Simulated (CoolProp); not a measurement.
The numbers come from the reference Helmholtz-energy equation of state, Lemmon 2000 in CoolProp. It is a pseudo-pure fit of the blend.

Q: For dry air, give the phase and the cp (kJ/(kg K)) at 114 K and 32.8 bar; 159.4 K and 32.8 bar; 341 K and 32.8 bar.

A: 
- 114 K and 32.8 bar: liquid; cp 2.36
- 159.4 K and 32.8 bar: gas; cp 1.44
- 341 K and 32.8 bar: gas; cp 1.05
